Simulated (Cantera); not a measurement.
What does this Cantera script print?

```python
import numpy as np
import cantera as ct

gas_names = [...]  # 140 gases of nasa_gas.yaml made of C, Fe, H, N, O
cond_names = """
    C(gr) C6H6(L) C7H8(L) C8H18(L),n-octa Fe(a) Fe(c) Fe(d) Fe(L) FeC5O5(L) FeO(s) FeO(L) Fe(OH)2(s)
    Fe(OH)3(s) Fe2O3(s) Fe3O4(s) H2O(s) H2O(L)
""".split()


# ... load() reads the species with a 1 bar reference pressure and builds the phases ...
atoms = {
    'Fe(CO)5': {'Fe': 1, 'C': 5, 'O': 5},
    'O2': {'O': 2},
    'N2': {'N': 2},
    'H2': {'H': 2},
}
top_T = {'C(gr)': 4500, 'Fe2O3(s)': 1830, 'Fe3O4(s)': 1870}  # K; cautious upper limits of use, not melting points


# ... equilibrate(T, P, feed) seeds the gas with the atoms and calls Mixture.equilibrate('TP', solver="vcs", rtol=1e-11, max_steps=5000) ...
results = []
feed = {'Fe(CO)5': 1, 'O2': 0.53, 'N2': 0.6, 'H2': 0.055}  # mol
T = 1398  # K
P = 140000  # Pa
mix = equilibrate(T, P, feed)
results.append((T, P, feed, dict(zip(mix.species_names, mix.species_moles))))
x = sorted(zip(gas.X, gas.species_names), reverse=True)
print(f"T = {T:g} K  P = {P:g} Pa  gas = {mix.phase_moles(0):.4g} mol")
print("   x: " + "  ".join(f"{s} {v:.3e}" for v, s in x if v > 1e-05))
print("   condensed (mol): " + ("  ".join(f"{mix.phase(i).name} {mix.phase_moles(i):.4g}"
      for i in range(1, mix.n_phases) if mix.phase_moles(i) > 1e-12) or "none"))
```

Output:

```
T = 1398 K  P = 140000 Pa  gas = 5.655 mol
   x: CO 7.537e-01  CO2 1.304e-01  N2 1.061e-01  H2 7.077e-03  H2O 2.648e-03
   condensed (mol): Fe(c) 0.6925  FeO(s) 0.3075
```

Method: chemical equilibrium by Gibbs-energy minimisation in Cantera with the NASA 1993 tables (ideal gas, pure condensed phases). Mutual solubility and eutectic melting of coexisting phases are not modelled. The tables' stoichiometric FeO is somewhat more stable than real wüstite, so its field is too wide. FeO: taken at fixed stoichiometry.
